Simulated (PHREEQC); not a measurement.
# Acid mine or pickling water (model solution)

Model water analysis in mg/L, 55 °C, pH 3.44, pe 13:

| constituent | mg/L |
|---|---|
| Na | 52.8 |
| K | 0.0984 |
| Ca | 73.5 |
| Mg | 98.9 |
| Cl | 99.5 |
| S(6) as SO4 | 557 |
| O(0) (dissolved oxygen) | 3.96 |
| Zn | 0.365 |
| Cu(2) | 3.81 |
| Si as SiO2 | 6.05 |

Valence states are taken as typed.

Model: ion-association model, wateq4f.dat, run in PHREEQC.

Each row changes one thing in this solution. Precipitation was switched off in this run.

```
case                                               ionic strength (mol/kgw)  SO4-2 (mol/kgw)  Mg+2 (mol/kgw)  MgSO4 (mol/kgw)  Ca+2 (mol/kgw)  CaSO4 (mol/kgw)  SI of Quartz (SiO2)  SI of Gypsum (CaSO4:2H2O)
-------------------------------------------------  ------------------------  ---------------  --------------  ---------------  --------------  ---------------  -------------------  -------------------------
as made                                                              0.0182          0.00364         0.00257          0.00150         0.00140         0.000438                -0.42                      -1.13
temperature from 55 to 65 °C at the same typed pH                    0.0175          0.00345         0.00243              ___         0.00139         0.000443                  ___                      -1.12
Cl from 99.5 to 199 mg/L                                             0.0197          0.00368         0.00260              ___         0.00140         0.000429                -0.42                      -1.14
all concentrations times 4 at the same typed pH                      0.0603           0.0117         0.00813              ___         0.00479          0.00256                +0.19                      -0.36
```

Fill in the missing entries.


- temperature from 55 to 65 °C at the same typed pH, MgSO4 (mol/kgw): 0.00164
- temperature from 55 to 65 °C at the same typed pH, SI of Quartz (SiO2): -0.53
- Cl from 99.5 to 199 mg/L, MgSO4 (mol/kgw): 0.00148
- all concentrations times 4 at the same typed pH, MgSO4 (mol/kgw): 0.00822

Some of these states are supersaturated (in Quartz (slow to form), for instance). Away from 25 °C the constants follow the database's enthalpies or fits; those with neither stay at their 25 °C values.
